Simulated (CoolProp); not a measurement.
Properties of decamethylcyclopentasiloxane (D5) at several states (Tc = 345.1 °C, pc = 1.078 MPa, ω = 0.631).

Values from CoolProp's reference Helmholtz-energy equation of state, Thol 2019.

| T (°C) | p (MPa) | phase | density (kg/m³) | cp (kJ/(kg K)) | cv (kJ/(kg K)) |
|---|---|---|---|---|---|
| 131.55 | 0.121 | liquid | 839.0 | 1.856 | 1.619 |
| 216.15 | 1.11 | liquid | 742.9 | 2.001 | 1.771 |
| 48.75 | 0.128 | liquid | 928.5 | 1.736 | 1.476 |
| 156.65 | 2.24 | liquid | 818.1 | 1.892 | 1.664 |
| 199.35 | 0.01 | gas | 0.9525 | 1.690 | 1.666 |
| -11.05 | 5.76 | liquid | 998.7 | 1.687 | 1.402 |
